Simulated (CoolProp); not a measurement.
Saturation properties of nitrous oxide.

The numbers come from the reference Helmholtz-energy equation of state, Lemmon 2006 in CoolProp. It is a short technical equation, of lower accuracy than the large ones.

```
T (°C)  p (MPa)  liquid density (kg/m³)  vapour density (kg/m³)  enthalpy of vaporisation (kJ/kg)  liquid cp (kJ/(kg K))  surface tension (mN/m)
------  -------  ----------------------  ----------------------  --------------------------------  ---------------------  ----------------------
-80.65   0.1582                    1207                   4.513                               [?]                  1.726                    22.0
-78.75   0.1752                    1201                     [?]                             363.1                  1.728                    21.5
-76.75   0.1946                    1195                   5.473                             360.7                  1.731                    21.1
-74.85   0.2145                    1190                   5.995                             358.4                  1.734                    20.7
-72.85   0.2372                    1183                   6.585                             356.0                  1.738                    20.2
-70.95   0.2604                    1178                   7.185                             353.7                  1.741                    19.8
-68.95   0.2866                    1171                   7.862                             351.2                  1.745                    19.4
-67.05   0.3134                    1165                   8.549                             348.8                  1.749                    18.9
-65.05   0.3436                    1159                   9.322                             346.3                  1.754                    18.5
-63.15   0.3743                    1153                   10.10                             343.8                  1.758                    18.1
-61.15   0.4088                    1147                   10.98                             341.2                  1.764                    17.6
-59.25   0.4438                    1140                   11.87                             338.7                  1.769                    17.2
-57.25   0.4831                    1134                     [?]                             336.0                  1.775                    16.8
-55.35   0.5227                    1128                   13.86                             333.4                  1.781                    16.4
-53.35   0.5670                    1121                   14.98                             330.7                  1.788                    16.0
```

What belongs in the gaps?


- -80.65, enthalpy of vaporisation (kJ/kg): 365.3
- -78.75, vapour density (kg/m³): 4.963
- -57.25, vapour density (kg/m³): 12.86

It boils at -88.5 °C under 1 atm.

Surface tension comes from a separate correlation (Mulero 2012).
